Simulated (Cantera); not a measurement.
A Cantera script and what it prints.

```python
import numpy as np
import cantera as ct

gas_names = """
    CL CLO CL2 Fe FeCL FeCL2 FeCL3 FeO Fe2CL4 Fe2CL6 O O2 O3
""".split()
cond_names = """
    Fe(a) Fe(c) Fe(d) Fe(L) FeCL2(s) FeCL2(L) FeCL3(s) FeCL3(L) FeO(s) FeO(L) Fe2O3(s) Fe3O4(s)
""".split()


# ... load() reads the species with a 1 bar reference pressure and builds the phases ...
atoms = {
    'Fe': {'Fe': 1},
    'Cl2': {'CL': 2},
    'O2': {'O': 2},
}
top_T = {'Fe2O3(s)': 1830, 'Fe3O4(s)': 1870}  # K; cautious upper limits of use, not melting points


# ... equilibrate(T, P, feed) seeds the gas with the atoms and calls Mixture.equilibrate('TP', solver="vcs", rtol=1e-11, max_steps=5000) ...
results = []
feed = {'Fe': 1, 'Cl2': 0.055, 'O2': 2.5}  # mol
P = 270000  # Pa
for T in [898, 948, 998, 1048, 1098, 1148, 1198, 1248, 1298, 1348, 1398, 1448]:
    mix = equilibrate(T, P, feed)
    results.append((T, P, feed, dict(zip(mix.species_names, mix.species_moles))))

top = {s: max(r[3][s] / sum(r[3][g] for g in gas_names) for r in results) for s in gas_names}
cols = sorted((s for s in top if top[s] > 0.0001), key=lambda s: -top[s])[:5]
seen = [c for c in cond_names if any(r[3].get(c, 0) > 1e-12 for r in results)]
print("log10 of partial pressures in bar; condensed amounts in mol")
print(f"{'T/K':>10s}" + "".join(f"{s[:9]:>10s}" for s in cols + seen))
for T, P, feed, n in results:
    ng = sum(n[g] for g in gas_names)
    print(f"{T:10.4g}" + "".join(f"{np.log10(max(n[s] / ng * P / 1e5, 1e-99)):10.3f}" for s in cols)
          + "".join(f"{n.get(c, 0):10.4g}" for c in seen))
```

Result:

```
log10 of partial pressures in bar; condensed amounts in mol
       T/K        O2       CL2        CL     FeCL3     FeCL2  Fe2O3(s)
       898     0.418    -1.085    -4.690    -5.260    -7.822       0.5
       948     0.418    -1.085    -4.309    -4.808    -7.031       0.5
       998     0.418    -1.085    -3.966    -4.406    -6.323       0.5
      1048     0.418    -1.086    -3.656    -4.046    -5.687       0.5
      1098     0.418    -1.088    -3.374    -3.722    -5.112    0.4999
      1148     0.418    -1.090    -3.117    -3.430    -4.591    0.4999
      1198     0.418    -1.094    -2.882    -3.168    -4.117    0.4997
      1248     0.418    -1.102    -2.667    -2.933    -3.685    0.4995
      1298     0.418    -1.113    -2.471    -2.725    -3.294    0.4992
      1348     0.418    -1.131    -2.292    -2.544    -2.939    0.4987
      1398     0.418    -1.157    -2.131    -2.391    -2.621    0.4978
      1448     0.418    -1.194    -1.988    -2.270    -2.340    0.4967
```

Cantera equilibrium calculation (NASA polynomials, part measured and part estimated; ideal gas, pure solids and liquids). Condensed phases not in the tables: FeOCl.
